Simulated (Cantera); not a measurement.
Cantera run, input and output.

```python
import numpy as np
import cantera as ct

gas = ct.Solution("gri30.yaml")
gas.TPX = 1223, 44000, {'CO': 0.018, 'O2': 0.0024, 'H2O': 0.0024, 'N2': 1}
reactor = ct.IdealGasConstPressureReactor(gas, energy="off", clone=False)
net = ct.ReactorNet([reactor])
net.rtol, net.atol = 1e-08, 1e-18
show = ['CO', 'O2', 'H2O', 'NO', 'CO2', 'H2O2', 'H']
times = np.geomspace(0.0006, 2, 10)

steps = ct.SolutionArray(gas, extra=["t"])
rows = []
print(f"{'t/s':>10s}{'T/K':>9s}{'P/Pa':>11s}" + "".join(f"{s:>11s}" for s in show))
for t in times:
    while net.time < t:
        t_next = net.step()
        steps.append(gas.state, t=t_next)
    rows.append([np.interp(t, steps.t, y) for y in (steps.T, steps.P, *steps(*show).X.T)])
    print(f"{t:10.3e}{rows[-1][0]:9.1f}{rows[-1][1]:11.4g}" + "".join(f"{x:11.3e}" for x in rows[-1][2:]))
rate = np.gradient(steps.T, steps.t)
print("integrator steps:", len(steps.t))
if steps.T.max() > steps.T[0] + 200:
    print(f"time of steepest temperature rise: {steps.t[rate.argmax()]:.4e} s")
gas.TPX = 1223, 44000, {'CO': 0.018, 'O2': 0.0024, 'H2O': 0.0024, 'N2': 1}
gas.equilibrate("TP")
print(f"equilibrium (TP): T = {gas.T:.1f} K  " + "  ".join(f"{s} {gas[s].X[0]:.3e}" for s in show))
```

Output:

```
       t/s      T/K       P/Pa         CO         O2        H2O         NO        CO2       H2O2          H
 6.000e-04   1223.0    4.4e+04  1.760e-02  2.346e-03  2.346e-03  5.415e-18  8.839e-10  1.395e-16  6.902e-11
 1.478e-03   1223.0    4.4e+04  1.760e-02  2.346e-03  2.346e-03  3.724e-17  2.952e-09  2.211e-15  4.460e-10
 3.639e-03   1223.0    4.4e+04  1.760e-02  2.346e-03  2.346e-03  3.411e-16  1.909e-08  3.950e-14  3.833e-09
 8.963e-03   1223.0    4.4e+04  1.760e-02  2.346e-03  2.346e-03  2.358e-14  8.318e-07  3.376e-12  1.708e-07
 2.207e-02   1223.0    4.4e+04  1.581e-02  1.439e-03  1.959e-03  8.482e-08  1.797e-03  4.032e-09  5.440e-04
 5.436e-02   1223.0    4.4e+04  1.146e-02  1.029e-06  8.649e-04  1.099e-06  6.179e-03  1.342e-10  6.392e-04
 1.339e-01   1223.0    4.4e+04  1.154e-02  6.449e-08  9.566e-04  1.096e-06  6.096e-03  2.347e-11  1.753e-04
 3.297e-01   1223.0    4.4e+04  1.158e-02  7.699e-09  9.927e-04  1.076e-06  6.062e-03  4.355e-12  6.065e-05
 8.121e-01   1223.0    4.4e+04  1.159e-02  1.075e-09  1.007e-03  1.033e-06  6.048e-03  7.356e-13  2.255e-05
 2.000e+00   1223.0    4.4e+04  1.160e-02  1.536e-10  1.012e-03  9.545e-07  6.043e-03  1.120e-13  8.429e-06
integrator steps: 1660
equilibrium (TP): T = 1223.0 K  CO 1.160e-02  O2 5.497e-16  H2O 1.016e-03  NO 1.333e-11  CO2 6.040e-03  H2O2 4.634e-19  H 1.668e-08
```

Computed with Cantera and GRI-Mech 3.0 (53 species, 325 reactions).
